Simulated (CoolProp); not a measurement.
Vapour-liquid equilibrium of n-butane (1) + cis-2-butene (2) at 0.609 MPa; x and y are mole fractions of (1).

Values from CoolProp's multi-fluid Helmholtz-energy mixture model, Bücker 2006 and Lemmon 2005; pair parameters Bell 2016.

Question: Give the bubble temperature and the first vapour's composition at x = 0.25, 0.55, 0.65. Is there an azeotrope?

Answer: x = 0.25: 60.4 °C, y = 0.271; x = 0.55: 59.2 °C, y = 0.567; x = 0.65: 58.9 °C, y = 0.663. No azeotrope shows between x = 0.05 and 0.95.

The pair parameters rest on a limited set of measurements; away from them the model extrapolates.
